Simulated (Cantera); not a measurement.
Feed: 1 mol MgO, 0.71 mol SO2, 0.34 mol O2, held at 675 °C and 1.60 bar.

Cantera equilibrium calculation (NASA polynomials, part measured and part estimated; ideal gas, pure solids and liquids). Candidate condensed phases: Mg, MgO, MgS, MgSO4, S; 14 gas species. Equilibrium is a limit: real reactors are often held back by kinetics, nucleation or transport.

Base state: SO2 1.000, S2O 2.01e-5, S2 2.00e-5 (mole fractions); condensed: MgO(s) + MgSO4(s).

What changes in the equilibrium state with this change: 0.46 mol HF added?


```
species         before    after
-------------  -------  -------
H2O                  0    0.883
SO2              1.000    0.115
HF                   0  0.00136
S2O            2.01e-5    <1e-9
S2             2.00e-5    <1e-9
MgO(s), mol      0.320   0.0902
MgSO4(s), mol    0.680    0.680
MgF2(s), mol         0    0.230
```
Further candidate phases: H2O, H2SO4, MgF2, Mg(OH)2.
